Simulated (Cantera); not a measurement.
A closed system holds: 1 mol SiHCl3, 75 mol H2, held at 1350 K and 13.3 mbar.

Cantera equilibrium calculation (NASA polynomials, part measured and part estimated; ideal gas, pure solids and liquids). Candidate condensed phases: Si; 19 gas species. The tables' values for SiCl3 are old estimates; treat these amounts as uncertain. Kinetics and transport are ignored.

Base state: H2 0.964, HCl 0.0324, SiCl2 0.00307, SiCl3 8.57e-5, SiHCl3 2.03e-5, H 2.03e-5, SiCl4 1.19e-5 (mole fractions); condensed: Si(s).

What changes in the equilibrium state with this change: temperature from 1350 K to 1098.15 K?


```json
[
 {"species": "H2", "before": "0.964", "after": "0.969"},
 {"species": "HCl", "before": "0.0324", "after": "0.0263"},
 {"species": "SiCl4", "before": "1.19e-5", "after": "0.00153"},
 {"species": "SiCl2", "before": "0.00307", "after": "0.00145"},
 {"species": "H", "before": "2.03e-5", "after": "2.12e-7"},
 {"species": "SiHCl3", "before": "2.03e-5", "after": "0.000824"},
 {"species": "SiH2Cl2", "before": "5.04e-6", "after": "5.30e-5"},
 {"species": "Si(s), mol", "before": "0.754", "after": "0.673"}
]
```

What changes in the equilibrium state with this change: temperature from 1350 K to 2425 K?


```csv
species,before,after
H2,0.964,0.813
H,2.03e-5,0.140
HCl,0.0324,0.0314
Si,1.50e-8,0.0111
SiH,1.08e-8,0.000345
SiHCl3,2.03e-5,<1e-9
"Si(s), mol",0.754,0
```
The tables' values for SiCl are old estimates; treat these amounts as uncertain. Gases not in the tables: Si2H6 and higher silanes.

What changes in the equilibrium state with this change: H2 from 75 to 380 mol?


```
species      before     after
----------  -------  --------
H2            0.964     0.992
HCl          0.0324   0.00753
SiCl2       0.00307  0.000161
SiCl4       1.19e-5   3.26e-8
SiCl3       8.57e-5   1.02e-6
Si(s), mol    0.754     0.938
```
